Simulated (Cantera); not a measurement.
What does this Cantera script print?

```python
import numpy as np
import cantera as ct

gas_names = [...]  # 92 gases of nasa_gas.yaml made of C, H, N
cond_names = """
    C(gr) C6H6(L) C7H8(L) C8H18(L),n-octa
""".split()


# ... load() reads the species with a 1 bar reference pressure and builds the phases ...
atoms = {
    'C': {'C': 1},
    'NH3': {'N': 1, 'H': 3},
}
top_T = {'C(gr)': 4500}  # K; cautious upper limits of use, not melting points


# ... equilibrate(T, P, feed) seeds the gas with the atoms and calls Mixture.equilibrate('TP', solver="vcs", rtol=1e-11, max_steps=5000) ...
results = []
feed = {'C': 1, 'NH3': 0.71}  # mol
T = 850  # K
for P in [10, 100, 1000, 10000, 100000, 1000000, 10000000]:
    mix = equilibrate(T, P, feed)
    results.append((T, P, feed, dict(zip(mix.species_names, mix.species_moles))))

top = {s: max(r[3][s] / sum(r[3][g] for g in gas_names) for r in results) for s in gas_names}
cols = sorted((s for s in top if top[s] > 1e-05), key=lambda s: -top[s])[:9]
seen = [c for c in cond_names if any(r[3].get(c, 0) > 1e-12 for r in results)]
print("log10 of partial pressures in bar; condensed amounts in mol")
print(f"{'P/Pa':>10s}" + "".join(f"{s[:9]:>10s}" for s in cols + seen))
for T, P, feed, n in results:
    ng = sum(n[g] for g in gas_names)
    print(f"{P:10.4g}" + "".join(f"{np.log10(max(n[s] / ng * P / 1e5, 1e-99)):10.3f}" for s in cols)
          + "".join(f"{n.get(c, 0):10.4g}" for c in seen))
```

It prints:

```
log10 of partial pressures in bar; condensed amounts in mol
      P/Pa        H2       CH4        N2       NH3      C2H6     C(gr)
        10    -4.125    -8.456    -4.602   -11.220   -17.210         1
       100    -3.125    -6.456    -3.602    -9.220   -14.211    0.9995
      1000    -2.127    -4.461    -2.601    -7.223   -11.217    0.9951
     1e+04    -1.148    -2.503    -1.589    -5.248    -8.280    0.9567
     1e+05    -0.275    -0.756    -0.532    -3.410    -5.660    0.7883
     1e+06     0.402     0.599     0.543    -1.856    -3.628    0.5968
     1e+07     0.963     1.720     1.580    -0.497    -1.946    0.5123
```

These are equilibrium values from Cantera (NASA tables, ideal gas, pure condensed phases), not measurements of a reactor. The ideal-gas law is rough above about 30 bar.
